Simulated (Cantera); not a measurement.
**Low-pressure radical oxidation in H2/O2**

An isothermal, constant-pressure homogeneous reactor starts with H2 : O2 : N2 = 0.2 : 1 : 0.11 (molar parts), at 1075 K and 0.00360 bar.

Cantera simulation using GRI-Mech 3.0 (53 species, 325 reactions); the numbers are that mechanism's predictions, not measurements. Radical loss at walls, strong at low pressure, is not modelled. The temperature is held fixed by assumption; the heat of reaction is taken as removed at once.

```csv
t (s),x H2,x O2,x OH,x NO,x O,x NO2,x H
0.000300,0.153,0.763,1.19e-10,<1e-12,1.82e-10,<1e-12,5.72e-10
0.000650,0.153,0.763,4.39e-10,<1e-12,8.07e-10,<1e-12,1.59e-9
0.00141,0.153,0.763,2.63e-9,<1e-12,5.31e-9,<1e-12,8.38e-9
0.00306,0.153,0.763,7.01e-8,<1e-12,1.44e-7,<1e-12,2.17e-7
0.00662,0.152,0.763,7.35e-5,<1e-12,0.000152,<1e-12,0.000229
0.0144,0.00809,0.682,0.00565,1.23e-8,0.0491,<1e-12,0.0581
0.0311,0.00516,0.685,0.00470,6.79e-8,0.0492,<1e-12,0.0475
0.0675,0.00424,0.699,0.00430,1.49e-7,0.0381,<1e-12,0.0329
0.146,0.00262,0.719,0.00341,2.22e-7,0.0219,2.03e-12,0.0146
0.317,0.000946,0.735,0.00205,2.50e-7,0.00759,6.28e-12,0.00297
0.687,0.000202,0.742,0.000943,2.54e-7,0.00160,2.76e-11,0.000286
1.49,3.74e-5,0.743,0.000407,2.54e-7,0.000298,9.51e-11,2.29e-5
3.23,8.06e-6,0.744,0.000190,2.54e-7,6.51e-5,1.85e-10,2.34e-6
7.00,2.15e-6,0.744,9.89e-5,2.54e-7,1.76e-5,2.33e-10,3.28e-7
```
x: mole fraction; the columns are a selection and need not sum to one.

Equilibrium at this temperature and pressure: H2 2.25e-9, O2 0.744, OH 3.25e-6, NO 4.33e-5, O 1.90e-8, NO2 1.61e-7, H 1.17e-11 (gas phase only).
